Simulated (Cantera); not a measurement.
Catalytic stagnation flow on Pt

A jet of 1.48 % CH₄, 14.8 % O₂, 83.7 % N₂, equivalence ratio 0.20 at 300 K and 0.345 atm hits a platinum plate 5.8 cm away at a mass flux of 0.039 kg/m²/s; the plate temperature is set and raised in steps from an oxygen-covered start.

Cantera simulation using Deutschmann's 1995 Pt surface mechanism with GRI-Mech 3.0 gas chemistry; the numbers are that mechanism's predictions, not measurements. Catalytic surfaces can have several steady states; this one follows from the mechanism file's or the stated starting coverage.

```csv
plate T (K),wall x CH₄,wall x O₂,wall x H₂O,wall x OH,wall x CO,wall x CO₂,θ free Pt,θ O*,θ OH*
950,0.00481,0.127,0.0186,4.96e-8,2.03e-6,0.0122,0.184,0.814,0.00169
1000,0.00309,0.123,0.0218,1.31e-7,1.74e-6,0.0143,0.242,0.756,0.00168
1050,0.00192,0.121,0.0237,3.32e-7,2.28e-6,0.0154,0.302,0.696,0.00159
1100,0.00121,0.120,0.0250,7.14e-7,2.82e-6,0.0162,0.363,0.636,0.00147
1150,0.000722,0.119,0.0259,1.41e-6,3.45e-6,0.0168,0.423,0.576,0.00134
```
x: mole fraction at the wall; θ: surface coverage.
